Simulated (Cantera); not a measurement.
## Gas-phase reforming

An isothermal, constant-pressure homogeneous reactor starts with CH₄ : H₂O = 1 : 0.9 (molar parts), at 1773 K and 135 Torr.

Cantera simulation using GRI-Mech 3.0 (53 species, 325 reactions); the numbers are that mechanism's predictions, not measurements.

```tsv
t (s)	x CH₄	x H₂O	x C₂H₆	x O₂	x C₂H₄	x HCO	x CO₂
0.000200	0.519	0.472	0.000358	1.90e-11	0.000801	7.64e-9	3.48e-10
0.000579	0.485	0.466	0.00159	4.63e-10	0.00936	9.23e-8	1.27e-7
0.00168	0.359	0.429	0.00120	2.34e-9	0.0217	1.16e-7	5.86e-6
0.00485	0.211	0.375	0.000357	2.04e-9	0.00642	6.07e-8	5.70e-5
0.0140	0.0996	0.331	8.54e-5	1.11e-9	0.00157	3.32e-8	0.000404
0.0406	0.0404	0.290	1.65e-5	8.88e-10	0.000592	1.85e-8	0.00211
0.118	0.0228	0.233	5.27e-6	6.20e-10	0.000422	1.30e-8	0.00563
0.340	0.0165	0.156	2.39e-6	2.81e-10	0.000312	1.16e-8	0.00730
0.985	0.0102	0.0835	7.99e-7	8.58e-11	0.000196	1.23e-8	0.00550
2.85	0.00515	0.0338	1.95e-7	1.56e-11	0.000109	1.41e-8	0.00263
8.25	0.00228	0.00890	4.05e-8	1.16e-12	6.38e-5	1.54e-8	0.000743
23.9	0.00108	0.000758	1.19e-8	<1e-12	4.91e-5	1.58e-8	6.47e-5
69.1	0.000928	2.31e-6	9.64e-9	<1e-12	4.79e-5	1.59e-8	1.97e-7
200	0.000928	9.33e-7	9.64e-9	<1e-12	4.79e-5	1.59e-8	7.96e-8
```
x: mole fraction; the columns are a selection and need not sum to one.

Equilibrium at this temperature and pressure: CH₄ 0.000928, H₂O 9.38e-7, C₂H₆ 9.64e-9, O₂ <1e-12, C₂H₄ 4.79e-5, HCO 1.59e-8, CO₂ 8.01e-8 (gas phase only).
